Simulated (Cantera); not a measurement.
Feed: 1 mol acetone, 0.34 mol NH3, 7.5 mol H2, equilibrated at 0.133 bar.

Equilibrium computed with Cantera from the NASA thermochemical tables; the gas is ideal and each condensed phase is pure. Candidate condensed phases: C, C6H6, C7H8, C8H18, H2O; 136 gas species. The feed counts by its element totals alone. The numbers say what is thermodynamically allowed, not how fast it happens.

### Question
What share of the C ends up in condensed phases as a function of T (K), at 873, 973, 1073, 1173, 1273, 1373, 1473, 1573, 1673, 1773?

### Answer
```csv
T (K),C condensed (%),as
873,61.5,C(graphite)
973,63.8,C(graphite)
1073,65.2,C(graphite)
1173,66.0,C(graphite)
1273,66.3,C(graphite)
1373,66.4,C(graphite)
1473,66.5,C(graphite)
1573,66.5,C(graphite)
1673,66.4,C(graphite)
1773,66.3,C(graphite)
```
